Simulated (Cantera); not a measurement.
Input: 1 mol SiH4, 9.1 mol O3, at 1352 °C and 13.3 mbar.

These are equilibrium values from Cantera (NASA tables, ideal gas, pure condensed phases), not measurements of a reactor. The tables hold silica as quartz up to 1696 K and as liquid above; real silica turns to tridymite and cristobalite and melts near 1996 K. Rates play no part.

```csv
species,before,after
H2,1.21e-5,0.826
SiO,<1e-9,0.173
H,2.13e-6,0.000555
O2,0.853,<1e-9
H2O,0.146,5.15e-6
OH,0.00108,<1e-9
O,0.000156,<1e-9
Si,<1e-9,1.22e-5
"SiO2(β-quartz), mol",1.00,0
"Si(s), mol",0,0.580
```
Gas species are given as mole fractions.

Q: Name the change that produced these shifts.
A) O3 from 9.1 to 0.98 mol
B) O3 from 9.1 to 0.14 mol
C) temperature from 1352 °C to 302 °C
D) O3 from 9.1 to 0.26 mol

A: B, O3 from 9.1 to 0.14 mol
